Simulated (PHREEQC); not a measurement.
A solution holds 2 mmol/kgw ZnSO4, 140 mmol/kgw CuCl2, 170 mmol/kgw HCl and 2.8 mmol/kgw Na2SO4, at 20 °C and 500 atm. Closed to the air; pH follows from the charge balance.

Model: ion-association model, phreeqc.dat, run in PHREEQC.

```csv
quantity,before,after
pH,0.89,1.56
ionic strength (mol/kgw),0.545,0.116
Cl- (mol/kgw),0.423,0.0882
Cu+2 (mol/kgw),0.114,0.0261
CuCl+ (mol/kgw),0.0230,0.00169
HSO4- (mol/kgw),0.00249,0.000296
```

Task: What was changed between the two runs?
A) diluted 10-fold with water
B) Na2SO4 from 0.0028 to 0.00056 mol/kgw
C) Na2SO4 from 0.0028 to 0.014 mol/kgw
D) diluted 5-fold with water
E) CuCl2 from 0.14 to 0.154 mol/kgw

Result: D, diluted 5-fold with water

Precipitation was switched off in this run. Under pressure, the constants of complexes without a molar volume in the database are unreliable.
